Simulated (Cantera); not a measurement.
Input (Python, Cantera):

```python
import numpy as np
import cantera as ct

gas = ct.Solution("h2o2.yaml")
gas.TPX = 425, 35000, {'H2': 1, 'O2': 0.588, 'N2': 2.21, 'H2O': 0.68}
flame = ct.FreeFlame(gas, width=0.083)
flame.set_refine_criteria(ratio=3, slope=0.08, curve=0.16)
flame.transport_model = "mixture-averaged"
flame.solve(loglevel=0, auto=True)
flame.transport_model = "multicomponent"
flame.soret_enabled = True
flame.solve(loglevel=0, refine_grid=True)
z, T = flame.grid, flame.T
thick = (T[-1] - T[0]) / np.gradient(T, z).max()
show = ['H2', 'O2', 'H2O', 'OH', 'H', 'O']
print(f"laminar burning velocity  {flame.velocity[0] * 100:.3f} cm/s")
print(f"burnt temperature         {T[-1]:.1f} K")
print(f"thermal thickness         {thick * 1e3:.4f} mm")
print(f"grid points               {len(z)}")
z0 = z[flame.heat_release_rate.argmax()]
print(f"{'z/mm':>9s}{'T/K':>9s}{'u/(m/s)':>9s}" + "".join(f"{s:>11s}" for s in show))
rows = []
for k in (-3, -2, -1.5, -1, -0.5, -0.25, 0, 0.25, 0.5, 1, 2, 4, 8):
    zz = z0 + k * thick
    rows.append([k * thick, np.interp(zz, z, T), np.interp(zz, z, flame.velocity),
                 *(np.interp(zz, z, flame.X[gas.species_index(s)]) for s in show)])
    print(f"{rows[-1][0] * 1e3:9.3f}{rows[-1][1]:9.1f}{rows[-1][2]:9.3f}" + "".join(f"{x:11.3e}" for x in rows[-1][3:]))
```

Result:

```
laminar burning velocity  206.920 cm/s
burnt temperature         1987.6 K
thermal thickness         1.3385 mm
grid points               106
     z/mm      T/K  u/(m/s)         H2         O2        H2O         OH          H          O
   -4.016    425.0    2.069  2.233e-01  1.313e-01  1.519e-01  1.611e-14  6.659e-15  1.896e-12
   -2.677    425.0    2.069  2.232e-01  1.313e-01  1.519e-01  6.341e-13  2.646e-13  7.445e-11
   -2.008    425.0    2.068  2.227e-01  1.314e-01  1.520e-01  8.061e-12  3.360e-12  9.217e-10
   -1.339    425.3    2.064  2.203e-01  1.318e-01  1.525e-01  2.532e-10  1.349e-10  1.414e-08
   -0.669    446.3    2.110  1.975e-01  1.353e-01  1.575e-01  8.708e-06  5.880e-06  1.672e-06
   -0.335    661.9    3.034  1.595e-01  1.309e-01  1.816e-01  5.474e-04  1.376e-03  1.032e-04
    0.000   1037.3    4.672  1.037e-01  1.030e-01  2.450e-01  1.388e-03  1.162e-02  1.798e-03
    0.335   1302.5    5.835  5.141e-02  6.423e-02  3.156e-01  4.553e-03  2.269e-02  5.146e-03
    0.669   1445.5    6.457  3.155e-02  4.597e-02  3.473e-01  7.455e-03  2.321e-02  6.199e-03
    1.339   1587.6    7.050  2.481e-02  3.804e-02  3.638e-01  9.498e-03  1.685e-02  5.502e-03
    2.677   1716.6    7.567  2.024e-02  3.370e-02  3.768e-01  1.004e-02  9.921e-03  3.969e-03
    5.354   1821.9    7.975  1.457e-02  3.009e-02  3.893e-01  9.345e-03  5.029e-03  2.506e-03
   10.708   1899.2    8.267  9.076e-03  2.743e-02  4.000e-01  7.778e-03  2.152e-03  1.397e-03
```

Detailed kinetics in Cantera: the H2/O2 subset of GRI-Mech 3.0, which has no nitrogen chemistry. Burning velocities carry a grid error of a few per cent, more on coarse grids.
